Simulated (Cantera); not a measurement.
Input (Python, Cantera):

```python
import numpy as np
import cantera as ct

gas = ct.Solution("gri30.yaml")
gas.TPX = 375, 420000, {'CH4': 1, 'C2H6': 0.093, 'O2': 2.84, 'N2': 9.93, 'H2O': 0.37}
flame = ct.FreeFlame(gas, width=0.015)
flame.set_refine_criteria(ratio=3, slope=0.08, curve=0.16)
flame.transport_model = "mixture-averaged"
flame.solve(loglevel=0, auto=True)
z, T = flame.grid, flame.T
thick = (T[-1] - T[0]) / np.gradient(T, z).max()
show = ['CH4', 'C2H6', 'O2', 'OH', 'NO', 'CH3']
print(f"laminar burning velocity  {flame.velocity[0] * 100:.3f} cm/s")
print(f"burnt temperature         {T[-1]:.1f} K")
print(f"thermal thickness         {thick * 1e3:.4f} mm")
print(f"grid points               {len(z)}")
z0 = z[flame.heat_release_rate.argmax()]
print(f"{'z/mm':>9s}{'T/K':>9s}{'u/(m/s)':>9s}" + "".join(f"{s:>11s}" for s in show))
rows = []
for k in (-3, -2, -1.5, -1, -0.5, -0.25, 0, 0.25, 0.5, 1, 2, 4, 8):
    zz = z0 + k * thick
    rows.append([k * thick, np.interp(zz, z, T), np.interp(zz, z, flame.velocity),
                 *(np.interp(zz, z, flame.X[gas.species_index(s)]) for s in show)])
    print(f"{rows[-1][0] * 1e3:9.3f}{rows[-1][1]:9.1f}{rows[-1][2]:9.3f}" + "".join(f"{x:11.3e}" for x in rows[-1][3:]))
```

It prints:

```
laminar burning velocity  26.053 cm/s
burnt temperature         2113.5 K
thermal thickness         0.1672 mm
grid points               142
     z/mm      T/K  u/(m/s)        CH4       C2H6         O2         OH         NO        CH3
   -0.501    375.5    0.261  7.020e-02  6.531e-03  1.994e-01  1.877e-14  6.915e-11  2.478e-11
   -0.334    379.0    0.264  6.994e-02  6.524e-03  1.991e-01  1.617e-12  6.802e-10  2.459e-10
   -0.251    395.6    0.276  6.899e-02  6.496e-03  1.978e-01  6.223e-11  4.365e-09  2.055e-09
   -0.167    498.1    0.348  6.385e-02  6.251e-03  1.899e-01  6.871e-09  5.114e-08  8.591e-08
   -0.084    944.5    0.668  4.238e-02  4.250e-03  1.510e-01  4.232e-06  1.168e-06  3.901e-05
   -0.042   1346.5    0.957  2.240e-02  1.800e-03  1.113e-01  9.014e-05  3.562e-06  4.823e-04
    0.000   1731.8    1.232  4.133e-03  8.444e-05  6.885e-02  1.497e-03  6.695e-06  7.241e-04
    0.042   1897.1    1.342  1.259e-04  5.729e-08  4.878e-02  4.643e-03  1.011e-05  4.041e-05
    0.084   1967.1    1.385  2.363e-06  2.393e-11  4.299e-02  5.296e-03  1.248e-05  9.072e-07
    0.167   2037.7    1.429  1.600e-09  3.239e-17  3.917e-02  4.658e-03  1.543e-05  7.685e-10
    0.334   2086.1    1.459  1.022e-13  3.616e-23  3.716e-02  3.386e-03  1.862e-05  1.289e-13
    0.669   2108.1    1.472  4.989e-15 -5.743e-27  3.641e-02  2.427e-03  2.194e-05  1.031e-14
    1.337   2113.2    1.475  7.666e-16 -2.870e-28  3.626e-02  2.147e-03  2.652e-05  1.406e-15
```

Model: GRI-Mech 3.0 (53 species, 325 reactions), integrated in Cantera. Burning velocities carry a grid error of a few per cent, more on coarse grids.
